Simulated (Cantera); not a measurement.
Feed: 1 mol FeS2, 290 mol H2, at 1925 K and 32.0 mbar.

Method: chemical equilibrium by Gibbs-energy minimisation in Cantera with the NASA 1993 tables (ideal gas, pure condensed phases). Candidate condensed phases: Fe, FeS, FeS2, S; 8 gas species. The numbers say what is thermodynamically allowed, not how fast it happens.

Base state: H2 0.985, H 0.00530, H2S 0.00348, Fe 0.00342, SH 0.00161, S2 0.000731, S 0.000289 (mole fractions); condensed: gas only.

Question: What changes in the equilibrium state with this change: H2 from 290 to 1.2 mol?

Answer: 
```tsv
species	before	after
H2	0.985	0.657
S2	0.000731	0.262
H2S	0.00348	0.0439
SH	0.00161	0.0250
Fe	0.00342	0.00196
S	0.000289	0.00546
H	0.00530	0.00433
FeS(l), mol	0	0.997
```
FeS: taken at fixed stoichiometry.
